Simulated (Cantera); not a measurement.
## Si2Cl6 + NH3 (silicon nitride deposition)

Feed: 1 mol Si2Cl6, a varied amount of NH3, held at 75.0 Torr.

Method: chemical equilibrium by Gibbs-energy minimisation in Cantera with the NASA 1993 tables (ideal gas, pure condensed phases). Candidate condensed phases: NH4Cl, Si, Si3N4; 28 gas species. The feed counts by its element totals alone. Mutual solubility and eutectic melting of coexisting phases are not modelled. The tables' values for SiCl3 are old estimates. Kinetics and transport are ignored.

Task: Map the stable condensed phases over T = 800, 900, 1000, 1100, 1200, 1300, 1400, 1500, 1600, 1700 K and n(NH3) in mol = 0.12, 0.16, 0.2, 0.25, 0.32, 0.4, 0.51, 0.64, 0.81, 1, 1.3, 1.6, 2.1.

Result: 
```
T in K \ n(NH3) in mol
         0.12 0.16  0.2 0.25 0.32  0.4 0.51 0.64 0.81    1  1.3  1.6  2.1
   1700     A    A    A    A    A    A    A    A    A    A    A    B    B
   1600     A    A    A    A    A    B    B    B    B    B    B    B    B
   1500     B    B    B    B    B    B    B    B    B    B    B    B    B
   1400     B    B    B    B    B    B    B    B    B    B    B    B    B
   1300     C    C    C    C    C    C    B    B    B    B    B    B    B
   1200     C    C    C    C    C    C    C    B    B    B    B    B    B
   1100     C    C    C    C    C    C    C    B    B    B    B    B    B
   1000     C    C    C    C    C    C    C    B    B    B    B    B    B
    900     C    C    C    C    C    C    C    B    B    B    B    B    B
    800     C    C    C    C    C    C    C    B    B    B    B    B    B
```
A: gas only; B: Si3N4; C: Si + Si3N4.
